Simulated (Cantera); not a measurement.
A Cantera script and what it prints.

```python
import numpy as np
import cantera as ct

gas_names = """
    CL CL2 H HCL H2 N NH NH2 NH3 N2 N2H2 N2H4 Si SiCL SiCL2 SiCL3 SiCL4 SiH SiHCL3 SiH2 SiH2CL2 SiH3
    SiH3CL SiH4 SiN Si2 Si2N Si3
""".split()
cond_names = """
    NH4CL(a) NH4CL(b) Si(cr) Si(L) Si3N4(a)
""".split()


def load(file, names, dense=False):
    # The tables refer to 1 bar. Condensed volumes are neglected.
    table = {s.name: s for s in ct.Species.list_from_file(file)}
    out = []
    for n in names:
        d = dict(table[n].input_data)
        d["thermo"] = dict(d["thermo"], **{"reference-pressure": 1e5})
        if dense:
            d["equation-of-state"] = {"model": "constant-volume", "density": "1e6 g/cm^3"}
        out.append(ct.Species.from_dict(d))
    return out


gas = ct.Solution(thermo="ideal-gas", species=load("nasa_gas.yaml", gas_names))
cond = {s.name: ct.Solution(thermo="fixed-stoichiometry", species=[s], name=s.name)
        for s in load("nasa_condensed.yaml", cond_names, dense=True)}
atoms = {
    'SiH2Cl2': {'Si': 1, 'H': 2, 'CL': 2},
    'NH3': {'N': 1, 'H': 3},
    'H2': {'H': 2},
}
top_T = {'Si3N4(a)': 2400}  # K; cautious upper limits of use, not melting points


def equilibrate(T, P, feed):
    n = {}
    for name, mol in feed.items():
        for a, k in atoms[name].items():
            n[a] = n.get(a, 0.0) + k * mol
    gas.TPX = T, P, n
    mass = sum(n.values()) * gas.mean_molecular_weight
    gas.equilibrate("TP")
    valid = [c for c in cond.values() if c.min_temp <= T <= top_T.get(c.name, c.max_temp)]
    mix = ct.Mixture([(gas, mass / gas.mean_molecular_weight)] + [(c, 0.0) for c in valid])
    mix.T, mix.P = T, P
    mix.equilibrate("TP", solver="vcs", rtol=1e-11, max_steps=5000)
    return mix


results = []
feed = {'SiH2Cl2': 1, 'NH3': 3.8, 'H2': 0.72}  # mol
P = 33000  # Pa
for T in [900, 1050, 1200, 1350, 1500, 1650, 1800, 1950, 2100]:
    mix = equilibrate(T, P, feed)
    results.append((T, P, feed, dict(zip(mix.species_names, mix.species_moles))))

top = {s: max(r[3][s] / sum(r[3][g] for g in gas_names) for r in results) for s in gas_names}
cols = sorted((s for s in top if top[s] > 1e-05), key=lambda s: -top[s])[:6]
seen = [c for c in cond_names if any(r[3].get(c, 0) > 1e-12 for r in results)]
print("log10 of partial pressures in bar; condensed amounts in mol")
print(f"{'T/K':>10s}" + "".join(f"{s[:9]:>10s}" for s in cols + seen))
for T, P, feed, n in results:
    ng = sum(n[g] for g in gas_names)
    print(f"{T:10.4g}" + "".join(f"{np.log10(max(n[s] / ng * P / 1e5, 1e-99)):10.3f}" for s in cols)
          + "".join(f"{n.get(c, 0):10.4g}" for c in seen))
```

Result:

```
log10 of partial pressures in bar; condensed amounts in mol
       T/K        H2       HCL        N2     SiCL2         H     SiCL4     Si(L)  Si3N4(a)
       900    -0.653    -1.198    -1.366    -9.335   -10.259    -2.901         0     0.321
      1050    -0.655    -1.185    -1.369    -7.103    -8.419    -3.121         0    0.3257
      1200    -0.656    -1.179    -1.371    -5.445    -7.033    -3.296         0    0.3278
      1350    -0.657    -1.178    -1.371    -4.171    -5.951    -3.444         0    0.3278
      1500    -0.656    -1.187    -1.367    -3.182    -5.082    -3.606         0    0.3214
      1650    -0.653    -1.230    -1.351    -2.463    -4.368    -3.895         0     0.293
      1800    -0.647    -1.334    -1.318    -2.023    -3.770    -4.431         0    0.2332
      1950    -0.659    -1.459    -1.217    -1.853    -3.270    -5.137    0.5474         0
      2100    -0.663    -1.437    -1.218    -1.881    -2.838    -5.663    0.5684         0
```

These are equilibrium values from Cantera (NASA tables, ideal gas, pure condensed phases), not measurements of a reactor. The tables' values for SiCl3, SiCl, SiN are old estimates; treat these amounts as uncertain. Gases not in the tables: Si2H6 and higher silanes.
